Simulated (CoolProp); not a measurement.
CH2F2 (R32) along the isotherm -26.05 °C: density (kg/m³) from the reference equation and from simpler models built on Tc = 78.1 °C, pc = 5.783 MPa, ω = 0.277; each cubic takes its own stable root.

Model: reference Helmholtz-energy equation of state, Tillner-Roth 1997, in CoolProp.

```tsv
p (MPa)	phase	reference	van der Waals	Redlich-Kwong	Soave-Redlich-Kwong	Peng-Robinson
0.0274	gas	0.6986	0.6961	0.6968	0.6972	0.6973
0.0624	gas	1.605	1.592	1.596	1.598	1.599
0.142	gas	3.732	3.657	3.679	3.689	3.694
0.736	liquid	?	20.57	850.0	888.5	1006
1.67	liquid	?	588.5	853.4	890.9	?
3.81	liquid	1148	597.8	860.9	896.4	1013
8.67	liquid	1159	614.7	875.9	?	1024
```

Fill in the missing entries.


- 0.736, reference: 1140
- 1.67, reference: 1142
- 1.67, Peng-Robinson: 1008
- 8.67, Soave-Redlich-Kwong: 907.6

At some of these states van der Waals gives the other phase, because its saturation line lies elsewhere.
